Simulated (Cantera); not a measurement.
A freely propagating, adiabatic, planar premixed flame of 40.3 % H2, 10.1 % O2, 49.6 % N2, unburnt at 350 K and 13300 Pa; mixture-averaged transport, grid criteria slope 0.08 and curve 0.16, no radiation.

Cantera simulation using the H2/O2 subset of GRI-Mech 3.0, which has no nitrogen chemistry; the numbers are that mechanism's predictions, not measurements. Burning velocities carry a grid error of a few per cent, more on coarse grids.

x: mole fraction of selected species; z is measured from the peak of heat release.

```csv
z (mm),T (K),u (m/s),x H2,x O2,x H2O,x O,x OH,x H2O2
-16.3,350,2.42,0.403,0.101,<1e-8,<1e-8,<1e-8,<1e-8
-10.9,350,2.42,0.403,0.101,<1e-8,<1e-8,<1e-8,<1e-8
-8.16,350,2.42,0.403,0.101,<1e-8,<1e-8,<1e-8,<1e-8
-5.44,350,2.42,0.403,0.101,<1e-8,<1e-8,<1e-8,<1e-8
-2.72,363,2.50,0.401,0.101,0.000336,2.52e-6,2.92e-5,5.74e-6
-1.36,603,4.07,0.370,0.0944,0.0192,0.000114,0.000406,1.27e-5
0,?,6.44,?,?,?,0.00209,?,?
1.36,1215,7.93,0.185,0.0115,0.189,0.00216,0.00154,1.00e-7
2.72,1304,8.48,0.172,0.00137,0.210,0.000891,0.00151,6.40e-8
5.44,1393,9.00,0.178,0.000404,0.212,0.000697,0.00177,6.44e-8
10.9,1491,9.57,0.186,?,0.214,?,0.00200,?
21.8,1590,10.1,0.195,0.000219,0.216,0.000431,0.00206,4.15e-8
43.5,1682,10.6,0.203,0.000129,0.218,0.000265,0.00188,2.43e-8
```

Complete the blanks.


- 0, T (K): 980
- 0, x H2: 0.273
- 0, x O2: 0.0618
- 0, x H2O: 0.0919
- 0, x OH: 0.000842
- 0, x H2O2: 1.51e-7
- 10.9, x O2: 0.000316
- 10.9, x O: 0.000592
- 10.9, x H2O2: 5.80e-8
